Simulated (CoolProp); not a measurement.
n-perfluorohexane along the isobar 59.9 bar: Z from the reference equation and from simpler models built on Tc = 448.0 K, pc = 17.42 bar, ω = 0.497; each cubic takes its own stable root.

Computed with CoolProp (reference Helmholtz-energy equation of state, Gao 2022).

```json
[
 {"T (K)": "314.8", "phase": "liquid", "reference": "0.4670"},
 {"T (K)": "328.3", "phase": "liquid", "reference": "0.4581"},
 {"T (K)": "341.9", "phase": "liquid", "reference": "0.4507"},
 {"T (K)": "355.4", "phase": "liquid", "reference": "0.4446"},
 {"T (K)": "368.9", "phase": "liquid", "reference": "0.4401"},
 {"T (K)": "382.4", "phase": "liquid", "reference": "0.4370"},
 {"T (K)": "395.9", "phase": "liquid", "reference": "0.4355"},
 {"T (K)": "409.4", "phase": "liquid", "reference": "0.4358"},
 {"T (K)": "423", "phase": "liquid", "reference": "0.4380"},
 {"T (K)": "436.5", "phase": "liquid", "reference": "0.4425"},
 {"T (K)": "450", "phase": "supercritical", "reference": "0.4497"}
]
```

### Question
How far does each simpler model (Redlich-Kwong, Soave-Redlich-Kwong, Peng-Robinson) lie from the reference over these 11 states: mean and median of the absolute difference, and the worst?

### Answer
- Redlich-Kwong: mean 18.8 %, median 19.2 %, worst +19.4 % at 314.8 K and 59.9 bar
- Soave-Redlich-Kwong: mean 14.6 %, median 14.0 %, worst +17.3 % at 450 K and 59.9 bar
- Peng-Robinson: mean 2.1 %, median 1.4 %, worst +5.4 % at 450 K and 59.9 bar
